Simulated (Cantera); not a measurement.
Feed: 1 mol Al₂O₃, 0.11 mol H₂, held at 3.30 mbar.

Equilibrium computed with Cantera from the NASA thermochemical tables; the gas is ideal and each condensed phase is pure. Candidate condensed phases: Al, Al₂O₃, H₂O; 19 gas species. The tables' values for AlOH are old estimates; treat these amounts as uncertain. Kinetics and transport are ignored. All values below are at 1950 °C.

Base state: H₂ 0.886, H 0.105, H₂O 0.00522, Al 0.00264, Al₂O 0.000582, AlOH 0.000254, OH 8.92e-5, AlO 6.60e-5 (mole fractions); condensed: Al₂O₃(s).

What changes in the equilibrium state with this change: pressure from 3.30 mbar to 7.30 mbar?


```csv
species,before,after
H₂,0.886,0.921
H,0.105,0.0720
H₂O,0.00522,0.00396
Al,0.00264,0.00191
OH,8.92e-5,4.47e-5
AlO,6.60e-5,3.49e-5
AlOH,0.000254,0.000204
"Al₂O₃(s), mol",1.000,1.000
```
